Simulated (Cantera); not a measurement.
Charge: 1 mol SiCl₄, 0.59 mol H₂, held at 923 K and 0.133 bar.

Equilibrium computed with Cantera from the NASA thermochemical tables; the gas is ideal and each condensed phase is pure. Candidate condensed phases: Si; 19 gas species. The tables' values for SiCl₃ are old estimates; treat these amounts as uncertain. The numbers say what is thermodynamically allowed, not how fast it happens.

Base state: SiCl₄ 0.601, H₂ 0.344, HCl 0.0277, SiHCl₃ 0.0266, SiCl₃ 0.000739, SiH₂Cl₂ 0.000115, SiCl₂ 3.66e-5 (mole fractions); condensed: gas only.

Q: What changes in the equilibrium state with this change: 0.059 mol O₂ added?

A: 
```json
[
 {"species": "SiCl₄", "before": "0.601", "after": "0.567"},
 {"species": "H₂", "before": "0.344", "after": "0.282"},
 {"species": "HCl", "before": "0.0277", "after": "0.147"},
 {"species": "SiHCl₃", "before": "0.0266", "after": "0.00388"},
 {"species": "SiH₂Cl₂", "before": "0.000115", "after": "2.60e-6"},
 {"species": "SiCl₂", "before": "3.66e-5", "after": "1.00e-6"},
 {"species": "SiO₂(β-quartz), mol", "before": "0", "after": "0.0590"}
]
```
Further candidate phases: H₂O, SiO₂.
